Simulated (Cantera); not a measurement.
A closed system holds: 1 mol borazine, 0.46 mol H2O, 0.22 mol N2, equilibrated at 0.100 bar.

Equilibrium computed with Cantera from the NASA thermochemical tables; the gas is ideal and each condensed phase is pure. Candidate condensed phases: B, BN, B2O3, B3O3H3, H2O; 39 gas species. The feed counts by its element totals alone. Mutual solubility and eutectic melting of coexisting phases are not modelled. Gases not in the tables: H3BO3. Rates play no part.

Problem. At 1002 °C, list the 4 most abundant gas species with their mole fractions, and the condensed phases.

Solution. H2 0.901, N2 0.0968, H2O 0.00165, HBO2 0.000291. Condensed: BN(s) + B2O3(l).
